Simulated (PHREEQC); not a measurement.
A solution holds 0.045 mol Ba(NO3)2, 0.034 mol Mn(NO3)2 and 0.017 mol HCl per kg of water, at 25 °C. Closed to the air; pH follows from the charge balance.

The numbers come from PHREEQC with the ion-association model, wateq4f.dat.

```yaml
pH: 1.87
ionic_strength: 0.251 mol/kgw
total_alkalinity: -17.0 meq/kg
```

| species | molality | activity | log γ |
|---|---|---|---|
| NO3- | 0.157 | 0.106 | -0.171 |
| Ba+2 | 0.0450 | 0.0124 | -0.561 |
| Mn+2 | 0.0329 | 0.0101 | -0.514 |
| H+ | 0.0170 | 0.0134 | -0.103 |
| Cl- | 0.0163 | 0.0114 | -0.158 |
| MnCl+ | 0.000643 | 0.000466 | -0.140 |
| Mn(NO3)2 | 0.000425 | 0.000450 | 0.025 |
| MnCl2 | 2.18e-6 | 2.31e-6 | 0.025 |
| MnCl3- | 9.97e-9 | 7.22e-9 | -0.140 |

No solid was allowed to form. Complexes and solids missing from the database can't appear.
